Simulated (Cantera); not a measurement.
**Low-pressure radical oxidation in H2/O2**

An isothermal, constant-pressure homogeneous reactor starts with 5.32 % H2, 94.7 % O2, equivalence ratio 0.028, at 1325 K and 630 Pa.

Detailed kinetics in Cantera: the H2/O2 subset of GRI-Mech 3.0, which has no nitrogen chemistry. Radical loss at walls, strong at low pressure, is not modelled. The temperature is held fixed by assumption; the heat of reaction is taken as removed at once.

```csv
t (s),x H2,x O2,x HO2,x H2O2,x H2O,x O
5.00e-5,0.0532,0.947,9.28e-9,1.28e-12,4.91e-10,3.11e-9
0.000123,0.0532,0.947,2.28e-8,7.69e-12,5.58e-9,1.46e-8
0.000303,0.0532,0.947,5.61e-8,4.60e-11,6.16e-8,7.61e-8
0.000745,0.0532,0.947,1.38e-7,2.71e-10,1.17e-6,9.02e-7
0.00183,0.0528,0.947,4.30e-7,1.62e-9,0.000273,0.000189
0.00451,0.00151,0.904,1.25e-6,4.38e-8,0.0446,0.0360
0.0111,0.000933,0.903,1.18e-6,3.42e-8,0.0462,0.0372
0.0273,0.000884,0.906,1.16e-6,3.42e-8,0.0467,0.0349
0.0671,0.000774,0.911,1.12e-6,3.41e-8,0.0478,0.0301
0.165,0.000567,0.921,1.02e-6,3.28e-8,0.0497,0.0214
0.406,0.000291,0.933,7.88e-7,2.83e-8,0.0519,0.0107
1.00,9.35e-5,0.941,4.45e-7,1.91e-8,0.0535,0.00336
```
x: mole fraction; the columns are a selection and need not sum to one.

Equilibrium at this temperature and pressure: H2 9.55e-8, O2 0.945, HO2 3.04e-8, H2O2 2.79e-10, H2O 0.0546, O 3.40e-6 (gas phase only).
